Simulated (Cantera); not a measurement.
Predominance diagram of Li at 827 °C against the partial pressures of O2 and H2O (log10, bar). Standard-state values (1 bar) from the NASA 1993 polynomials, evaluated with Cantera. Candidates: Li(l), LiH(l), LiOH(l), Li2O(s). Only these pure phases compete in this equilibrium. Not in the tables: the peroxide.

Problem. Which phase is stable at these pairs, and which metal-bearing vapour leads over it? (-9, -14.8); (0, -11.7); (-3, -14.8); (-10, -3.8); (-10, -16.4); (-6, -2.2); (-4, -0.6)

Solution. 
```
log p(O2)  log p(H2O)    phase  chief vapour  log p (bar)
---------  ----------  -------  ------------  -----------
-9              -14.8  Li2O(s)            Li        -10.7
0               -11.7  Li2O(s)          LiOH         -9.6
-3              -14.8  Li2O(s)          Li2O        -10.9
-10              -3.8  Li2O(s)          LiOH         -5.7
-10             -16.4  Li2O(s)            Li        -10.5
-6               -2.2  Li2O(s)          LiOH         -4.9
-4               -0.6  Li2O(s)          LiOH         -4.1
```
